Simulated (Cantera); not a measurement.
An adiabatic, constant-volume homogeneous reactor starts with CH₄ : O₂ : N₂ : H₂O = 1 : 3.08 : 11.6 : 0.88 (molar parts), equivalence ratio 0.65, at 1675 K and 1.38 atm. Integrator tolerance rtol = 1e-08.

Detailed kinetics in Cantera: GRI-Mech 3.0 (53 species, 325 reactions).

| quantity | before | after |
|---|---|---|
| time of steepest temperature rise | 0.180 ms | 0.367 ms |
| temperature at 0.600 s | 2751 K | 2696 K |
| equilibrium temperature | 2751 K | 2696 K |
| x(CH₄) at 0.600 s | <1e-12 (gas-phase equilibrium <1e-12) | <1e-12 (gas-phase equilibrium <1e-12) |
| x(O₂) at 0.600 s | 0.0585 (gas-phase equilibrium 0.0585) | 0.0596 (gas-phase equilibrium 0.0596) |
| x(H₂O) at 0.600 s | 0.150 (gas-phase equilibrium 0.150) | 0.147 (gas-phase equilibrium 0.147) |
| x(CH₂CO) at 0.600 s | <1e-12 (gas-phase equilibrium <1e-12) | <1e-12 (gas-phase equilibrium <1e-12) |
| x(HO₂) at 0.600 s | 1.50e-5 (gas-phase equilibrium 1.50e-5) | 1.08e-5 (gas-phase equilibrium 1.08e-5) |

**Question.** What was changed between the two runs?
A. initial temperature 1675 to 1800 K
B. pressure from 1.38 atm to 0.602 atm
C. initial temperature 1675 to 1200 K
D. initial temperature 1675 to 1725 K

**Answer.** B, pressure from 1.38 atm to 0.602 atm
